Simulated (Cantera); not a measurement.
# Low-pressure radical oxidation in H2/O2

An isothermal, constant-pressure homogeneous reactor starts with H₂ : O₂ = 0.12 : 1 (molar parts), at 1023 K and 16.5 Torr.

Cantera simulation using the H2/O2 subset of GRI-Mech 3.0, which has no nitrogen chemistry; the numbers are that mechanism's predictions, not measurements. Radical loss at walls, strong at low pressure, is not modelled. The temperature is held fixed by assumption; the heat of reaction is taken as removed at once.

```tsv
t (s)	x H₂	x O₂	x H₂O₂	x H	x O	x HO₂	x H₂O
0.000400	0.107	0.893	<1e-12	4.41e-9	3.86e-9	1.25e-9	7.26e-9
0.00129	0.107	0.893	7.04e-11	7.27e-6	6.55e-6	2.22e-7	1.40e-5
0.00418	0.00403	0.854	4.11e-7	0.0199	0.0242	1.70e-5	0.0941
0.0135	0.000494	0.883	3.86e-7	0.000830	0.00357	1.13e-5	0.111
0.0437	3.98e-5	0.886	2.40e-7	1.74e-5	0.000287	3.23e-6	0.113
0.141	3.53e-6	0.887	9.99e-8	5.77e-7	2.94e-5	5.88e-7	0.113
0.457	4.27e-7	0.887	3.57e-8	3.48e-8	4.52e-6	1.11e-7	0.113
1.48	7.54e-8	0.887	1.25e-8	3.29e-9	9.40e-7	2.52e-8	0.113
4.78	1.72e-8	0.887	4.28e-9	4.04e-10	2.33e-7	6.68e-9	0.113
15.5	4.48e-9	0.887	1.43e-9	5.74e-11	6.35e-8	2.11e-9	0.113
50.0	1.27e-9	0.887	4.66e-10	8.91e-12	1.83e-8	1.06e-9	0.113
```
x: mole fraction; the columns are a selection and need not sum to one.

Equilibrium at this temperature and pressure: H₂ 1.39e-10, O₂ 0.887, H₂O₂ 5.94e-11, H <1e-12, O 1.99e-9, HO₂ 1.61e-9, H₂O 0.113 (gas phase only).
